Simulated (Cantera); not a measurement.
Charge: 1 mol PbO, a varied amount of H2, equilibrated at 575 °C and 13.3 mbar.

Method: chemical equilibrium by Gibbs-energy minimisation in Cantera with the NASA 1993 tables (ideal gas, pure condensed phases). Candidate condensed phases: H2O, Pb, PbO, PbO2, Pb3O4; 12 gas species. Kinetics and transport are ignored.

**Question.** At 2.2 mol H2, list the 3 most abundant gas species with their mole fractions, and the condensed phases.

**Answer.** H2 0.545, H2O 0.455, Pb 2.24e-5. Condensed: Pb(l).
